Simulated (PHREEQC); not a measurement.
Solution A (0.04 mol NH4HF2, 0.00022 mol (NH4)2SiF6 and 0.0035 mol H2SO4 per kg of water) is mixed with solution B (0.026 mol/kgw HF and 0.0032 mol/kgw NaF) at 25 °C; shares are by mass of water, 1 kg in all. Oxygen is held at 0.21 atm. CO2 from the air is kept out. Solids allowed: SiO2(a), Mirabilite. Others were left out.

The numbers come from PHREEQC with the ion-association model, wateq4f.dat.

**Question.** Predict pH, SO4-2 (mol/kgw), NH4SO4- (mol/kgw) at share of solution B = 0.4, 0.5, 0.8.

**Answer.** 
```
share of solution B    pH  SO4-2 (mol/kgw)  NH4SO4- (mol/kgw)
-------------------  ----  ---------------  -----------------
0.4                  2.93          0.00169           0.000279
0.5                  2.90          0.00143           0.000204
0.8                  2.75         0.000585            3.84e-5
```

Complexes and solids missing from the database can't appear. wateq4f.dat counts part of the HF as a dimer, H2F2, which phreeqc.dat doesn't know; its constant is uncertain. SiF6-2 is the database's only silicon fluoride.
